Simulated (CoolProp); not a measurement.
A Linde-Hampson liquefier for oxygen: isothermal reversible compression at 230 K from 1 atm to 30 MPa, throttling to 1 atm, return gas leaving the recuperator 10 K below the feed. Each further row changes one setting.

Computed with CoolProp (reference Helmholtz-energy equation of state, Schmidt 1985).

```json
[
 {"case": "as stated", "liquid yield per pass": "[?]", "compression work (kJ/kg of gas)": "316"},
 {"case": "high pressure 60 MPa", "liquid yield per pass": "0.268", "compression work (kJ/kg of gas)": "360"},
 {"case": "warm-end temperature 260 K", "liquid yield per pass": "[?]", "compression work (kJ/kg of gas)": "[?]"},
 {"case": "warm-end gap 15 K", "liquid yield per pass": "[?]", "compression work (kJ/kg of gas)": "316"}
]
```

Q: Fill in the missing entries.

A: 
- as stated, liquid yield per pass: 0.253
- warm-end temperature 260 K, liquid yield per pass: 0.181
- warm-end temperature 260 K, compression work (kJ/kg of gas): 369
- warm-end gap 15 K, liquid yield per pass: 0.243
